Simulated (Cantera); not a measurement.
Mixture: C3H8 : O2 : N2 = 1 : 10.2 : 46.9 (molar parts), at 8.00 bar, adiabatic and at constant volume. Ignition delay is the time to a rise of 400 K.

Model: GRI-Mech 3.0 (53 species, 325 reactions), integrated in Cantera. GRI-Mech 3.0 was tuned for natural gas; its chemistry of propane as a main component is partial and can be far from experiment.

Q: What does this change do: constant pressure in place of constant volume?

A: 
```tsv
quantity	before	after
delay at 1198 K	1.97 ms	2.05 ms
delay at 1298 K	0.346 ms	0.366 ms
delay at 1398 K	78.0 µs	84.0 µs
delay at 1498 K	23.4 µs	25.8 µs
apparent activation energy between 1448 and 1548 K	200 kJ/mol	190 kJ/mol
```

Q: What does this change do: C3H8 1 to 1.7 parts?

A: 
| quantity | before | after |
|---|---|---|
| delay at 1198 K | 1.97 ms | 2.16 ms |
| delay at 1298 K | 0.346 ms | 0.368 ms |
| delay at 1398 K | 78.0 µs | 80.9 µs |
| delay at 1498 K | 23.4 µs | 23.8 µs |
| apparent activation energy between 1448 and 1548 K | 200 kJ/mol | 200 kJ/mol |
